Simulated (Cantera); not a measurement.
Input: 1 mol SiC, 0.066 mol H₂O, 5.6 mol H₂, 0.024 mol O₂, held at 2150 K and 10.0 mbar.

Cantera equilibrium calculation (NASA polynomials, part measured and part estimated; ideal gas, pure solids and liquids). Candidate condensed phases: C, C₆H₆, C₇H₈, C₈H₁₈, H₂O, Si, SiC, SiO₂; 123 gas species. Gases not in the tables: Si₂H₆ and higher silanes. Rates play no part.

Base state: H₂ 0.929, H 0.0407, CO 0.0149, Si 0.00969, SiO 0.00423, Si₂C 0.000477, SiH 0.000457, SiH₂ 9.41e-5 (mole fractions); condensed: SiC(s).

### Question
What changes in the equilibrium state with this change: temperature from 2150 K to 1948.15 K?

### Answer
```json
[
 {"species": "H₂", "before": "0.929", "after": "0.968"},
 {"species": "H", "before": "0.0407", "after": "0.0111"},
 {"species": "CO", "before": "0.0149", "after": "0.0104"},
 {"species": "Si", "before": "0.00969", "after": "0.00108"},
 {"species": "SiO", "before": "0.00423", "after": "0.00918"},
 {"species": "SiC₂", "before": "3.47e-5", "after": "3.27e-7"},
 {"species": "Si₂C", "before": "0.000477", "after": "2.37e-5"},
 {"species": "C₂H₂ (acetylene)", "before": "8.14e-5", "after": "4.87e-6"},
 {"species": "SiC(s), mol", "before": "0.907", "after": "0.939"}
]
```
